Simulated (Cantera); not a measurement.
An adiabatic, constant-pressure homogeneous reactor starts with 13.4 % CH₄, 0.563 % CO, 18.1 % O₂, 67.9 % N₂, equivalence ratio 1.5, at 1150 K and 3.90 bar.

Computed with Cantera and GRI-Mech 3.0 (53 species, 325 reactions).

Question: Predict: time of steepest temperature rise; temperature at 0.100 s; equilibrium temperature; x(CO) at 0.100 s; x(O₂) at 0.100 s; x(H₂O₂) at 0.100 s; x(CO₂) at 0.100 s; x(OH) at 0.100 s.

Answer: 
```
Quantity                                                            Result
---------------------------------  ---------------------------------------
time of steepest temperature rise                                  34.1 ms
temperature at 0.100 s                                              2549 K
equilibrium temperature                                             2549 K
x(CO) at 0.100 s                     0.0929 (gas-phase equilibrium 0.0929)
x(O₂) at 0.100 s                   8.35e-5 (gas-phase equilibrium 8.35e-5)
x(H₂O₂) at 0.100 s                 2.41e-8 (gas-phase equilibrium 2.41e-8)
x(CO₂) at 0.100 s                    0.0351 (gas-phase equilibrium 0.0351)
x(OH) at 0.100 s                   0.00221 (gas-phase equilibrium 0.00221)
```
